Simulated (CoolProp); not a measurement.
Properties of the fluoroketone C6F12O (FK-5-1-12) along the isobar 3.99 MPa (Tc = 441.8 K, pc = 1.869 MPa, ω = 0.471).

Model: reference Helmholtz-energy equation of state, McLinden 2015, in CoolProp.

```
T (K)          phase  density (kg/m³)  cv (kJ/(kg K))  speed of sound (m/s)
-----  -------------  ---------------  --------------  --------------------
203.9         liquid                …          0.8919                 828.0
230           liquid             1803          0.8780                 743.4
256.1         liquid             1735          0.8745                 661.3
282.3         liquid             1664          0.8796                 581.7
308.4         liquid             1591          0.8918                 505.6
334.5         liquid                …          0.9098                 432.9
360.7         liquid             1430          0.9324                     …
386.8         liquid             1337          0.9586                 297.6
412.9         liquid             1229          0.9874                     …
439.1         liquid             1095           1.019                 172.3
465.2  supercritical                …           1.052                 115.5
491.3  supercritical            673.2           1.079                 84.18
```

Problem. Some entries are withheld; supply them.

Solution. 
- 203.9, density (kg/m³): 1872
- 334.5, density (kg/m³): 1514
- 360.7, speed of sound (m/s): 363.5
- 412.9, speed of sound (m/s): 234.3
- 465.2, density (kg/m³): 910.8
